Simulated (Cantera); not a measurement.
Cantera run, input and output.

```python
import numpy as np
import cantera as ct

gas = ct.Solution("gri30.yaml")
gas.TPX = 350, 37000, {'CH4': 1, 'CO': 0.26, 'O2': 2.84, 'N2': 10.5}
flame = ct.FreeFlame(gas, width=0.08)
flame.set_refine_criteria(ratio=3, slope=0.08, curve=0.16)
flame.transport_model = "mixture-averaged"
flame.solve(loglevel=0, auto=True)
z, T = flame.grid, flame.T
thick = (T[-1] - T[0]) / np.gradient(T, z).max()
show = ['CH4', 'CO', 'O2', 'HO2', 'H', 'N2O']
print(f"laminar burning velocity  {flame.velocity[0] * 100:.3f} cm/s")
print(f"burnt temperature         {T[-1]:.1f} K")
print(f"thermal thickness         {thick * 1e3:.4f} mm")
print(f"grid points               {len(z)}")
z0 = z[flame.heat_release_rate.argmax()]
print(f"{'z/mm':>9s}{'T/K':>9s}{'u/(m/s)':>9s}" + "".join(f"{s:>11s}" for s in show))
rows = []
for k in (-3, -2, -1.5, -1, -0.5, -0.25, 0, 0.25, 0.5, 1, 2, 4, 8):
    zz = z0 + k * thick
    rows.append([k * thick, np.interp(zz, z, T), np.interp(zz, z, flame.velocity),
                 *(np.interp(zz, z, flame.X[gas.species_index(s)]) for s in show)])
    print(f"{rows[-1][0] * 1e3:9.3f}{rows[-1][1]:9.1f}{rows[-1][2]:9.3f}" + "".join(f"{x:11.3e}" for x in rows[-1][3:]))
```

Output:

```
laminar burning velocity  49.982 cm/s
burnt temperature         1994.7 K
thermal thickness         1.0819 mm
grid points               143
     z/mm      T/K  u/(m/s)        CH4         CO         O2        HO2          H        N2O
   -3.246    350.0    0.500  6.847e-02  1.780e-02  1.945e-01  7.980e-09  3.208e-15  1.642e-14
   -2.164    350.5    0.501  6.840e-02  1.780e-02  1.943e-01  1.866e-07  8.872e-13  6.541e-13
   -1.623    353.5    0.506  6.817e-02  1.781e-02  1.940e-01  1.419e-06  4.277e-11  7.327e-12
   -1.082    389.2    0.558  6.620e-02  1.827e-02  1.916e-01  1.910e-05  1.572e-08  1.815e-10
   -0.541    728.5    1.055  4.925e-02  2.474e-02  1.673e-01  1.018e-04  8.362e-05  4.622e-09
   -0.270   1105.7    1.611  2.831e-02  3.443e-02  1.340e-01  1.092e-04  6.572e-04  1.416e-08
    0.000   1464.9    2.142  7.137e-03  4.290e-02  9.388e-02  1.100e-04  2.481e-03  3.355e-08
    0.270   1610.7    2.350  5.580e-04  3.706e-02  7.088e-02  2.095e-05  4.589e-03  5.999e-08
    0.541   1658.3    2.409  2.427e-05  2.758e-02  6.278e-02  8.437e-06  5.510e-03  7.768e-08
    1.082   1716.7    2.478  5.930e-08  1.730e-02  5.752e-02  6.455e-06  5.350e-03  8.841e-08
    2.164   1787.5    2.567  3.077e-12  1.147e-02  5.442e-02  4.886e-06  3.854e-03  9.748e-08
    4.328   1861.0    2.662  9.956e-19  8.287e-03  5.235e-02  3.274e-06  2.042e-03  1.162e-07
    8.655   1922.7    2.739  8.346e-20  5.234e-03  5.071e-02  1.963e-06  8.386e-04  1.426e-07
```

Cantera simulation using GRI-Mech 3.0 (53 species, 325 reactions); the numbers are that mechanism's predictions, not measurements. Burning velocities carry a grid error of a few per cent, more on coarse grids.
